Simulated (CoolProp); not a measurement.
A closed Brayton cycle with carbon dioxide: compressor inlet 306.15 K and 9.9 MPa, high pressure 33.6 MPa, turbine inlet 635 K, compressor efficiency 0.85, turbine efficiency 0.85, recuperator effectiveness 0.9 (on enthalpy, no pinch check). Each further row changes one setting.

Values from CoolProp's reference Helmholtz-energy equation of state, Span 1996.

```
case                           thermal efficiency (%)  net work (kJ/kg)  compressor to turbine work  compressor exit (K)  turbine exit (K)
-----------------------------  ----------------------  ----------------  --------------------------  -------------------  ----------------
as stated                                        28.3              71.9                        0.33                338.3             513.4
turbine inlet 585 K                        (withheld)              59.6                        0.37                338.3             467.7
compressor inlet 316.15 K                        26.1        (withheld)                        0.40                369.2             513.4
high pressure 28.6 MPa                           28.1        (withheld)                  (withheld)                332.8        (withheld)
recuperator effectiveness 0.5                    20.6              71.9                        0.33                338.3             513.4
```

Task: Fill in the missing entries.

Result: 
- turbine inlet 585 K, thermal efficiency (%): 25.2
- compressor inlet 316.15 K, net work (kJ/kg): 64.1
- high pressure 28.6 MPa, net work (kJ/kg): 66.6
- high pressure 28.6 MPa, compressor to turbine work: 0.30
- high pressure 28.6 MPa, turbine exit (K): 529.0
